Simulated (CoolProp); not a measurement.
Computed with CoolProp (reference Helmholtz-energy equation of state, Thol 2017).

**Question.** For octamethyltrisiloxane (MDM), give the phase and the Z, cp (kJ/(kg K)), cv (kJ/(kg K)), Joule-Thomson coefficient (K/MPa) at 309.1 K and 1800 kPa; 309.1 K and 2990 kPa; 309.1 K and 4190 kPa.

**Answer.** 
- 309.1 K and 1800 kPa: liquid; Z 0.205, cp 1.81, cv 1.50, Joule-Thomson coefficient -0.425
- 309.1 K and 2990 kPa: liquid; Z 0.340, cp 1.80, cv 1.50, Joule-Thomson coefficient -0.429
- 309.1 K and 4190 kPa: liquid; Z 0.476, cp 1.80, cv 1.50, Joule-Thomson coefficient -0.432
